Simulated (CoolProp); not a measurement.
A Linde-Hampson liquefier for CF4 (R14): isothermal reversible compression at 290 K from 1 atm to 30 MPa, throttling to 1 atm, return gas leaving the recuperator 2 K below the feed. Each further row changes one setting.

The numbers come from the reference Helmholtz-energy equation of state, Platzer 1990 in CoolProp. This equation is an older, rougher fit; its heat capacities, sound speeds and derivatives of the liquid may be far off and weren't checked against measurements.

```
case                        liquid yield per pass  compression work (kJ/kg of gas)
--------------------------  ---------------------  -------------------------------
as stated                                   0.313                              138
warm-end temperature 320 K                  0.245                              159
warm-end gap 7 K                            0.303                              138
```
